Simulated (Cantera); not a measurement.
Input (Python, Cantera):

```python
import numpy as np
import cantera as ct

gas = ct.Solution("gri30.yaml")
gas.TPX = 675, 430000, {'CH3OH': 0.75, 'O2': 2.14, 'N2': 10.3}
flame = ct.FreeFlame(gas, width=0.014)
flame.set_refine_criteria(ratio=3, slope=0.08, curve=0.16)
flame.transport_model = "mixture-averaged"
flame.solve(loglevel=0, auto=True)
z, T = flame.grid, flame.T
thick = (T[-1] - T[0]) / np.gradient(T, z).max()
show = ['CH3OH', 'O2', 'CO', 'C2H6', 'C2H', 'H2']
print(f"laminar burning velocity  {flame.velocity[0] * 100:.3f} cm/s")
print(f"burnt temperature         {T[-1]:.1f} K")
print(f"thermal thickness         {thick * 1e3:.4f} mm")
print(f"grid points               {len(z)}")
z0 = z[flame.heat_release_rate.argmax()]
print(f"{'z/mm':>9s}{'T/K':>9s}{'u/(m/s)':>9s}" + "".join(f"{s:>11s}" for s in show))
rows = []
for k in (-3, -2, -1.5, -1, -0.5, -0.25, 0, 0.25, 0.5, 1, 2, 4, 8):
    zz = z0 + k * thick
    rows.append([k * thick, np.interp(zz, z, T), np.interp(zz, z, flame.velocity),
                 *(np.interp(zz, z, flame.X[gas.species_index(s)]) for s in show)])
    print(f"{rows[-1][0] * 1e3:9.3f}{rows[-1][1]:9.1f}{rows[-1][2]:9.3f}" + "".join(f"{x:11.3e}" for x in rows[-1][3:]))
```

It prints:

```
laminar burning velocity  17.163 cm/s
burnt temperature         1711.0 K
thermal thickness         0.3535 mm
grid points               120
     z/mm      T/K  u/(m/s)      CH3OH         O2         CO       C2H6        C2H         H2
   -1.060    678.3    0.173  5.674e-02  1.619e-01  5.828e-05  3.503e-13  5.987e-32  5.305e-04
   -0.707    693.0    0.177  5.618e-02  1.605e-01  3.373e-04  2.917e-12  7.563e-30  9.843e-04
   -0.530    724.8    0.185  5.478e-02  1.577e-01  9.662e-04  1.087e-11  6.710e-28  1.370e-03
   -0.353    819.3    0.211  4.977e-02  1.495e-01  2.935e-03  4.490e-11  1.000e-24  1.903e-03
   -0.177   1080.7    0.282  3.206e-02  1.266e-01  8.854e-03  1.905e-10  1.150e-19  2.576e-03
   -0.088   1308.3    0.344  1.439e-02  1.063e-01  1.421e-02  3.776e-10  4.633e-17  2.847e-03
    0.000   1546.4    0.408  6.992e-04  8.587e-02  1.551e-02  3.501e-10  6.867e-15  1.918e-03
    0.088   1643.8    0.432  1.216e-07  7.769e-02  6.466e-03  8.230e-14  1.552e-15  5.314e-04
    0.177   1680.4    0.440  2.811e-11  7.557e-02  2.624e-03  5.551e-18  1.942e-17  2.347e-04
    0.353   1701.8    0.446  2.319e-14  7.468e-02  6.707e-04  2.607e-23  8.005e-20  7.445e-05
    0.707   1709.1    0.447  9.824e-18  7.450e-02  1.173e-04  5.147e-28  2.492e-21  1.713e-05
    1.414   1710.8    0.448  6.264e-19  7.450e-02  1.779e-05 -7.439e-29  3.364e-22  5.670e-06
    2.828   1711.0    0.448  4.556e-19  7.450e-02  7.965e-06 -5.170e-29  1.188e-22  4.505e-06
```

Detailed kinetics in Cantera: GRI-Mech 3.0 (53 species, 325 reactions). GRI-Mech 3.0 was tuned for natural gas; its chemistry of methanol as a main component is partial and can be far from experiment. Burning velocities carry a grid error of a few per cent, more on coarse grids.
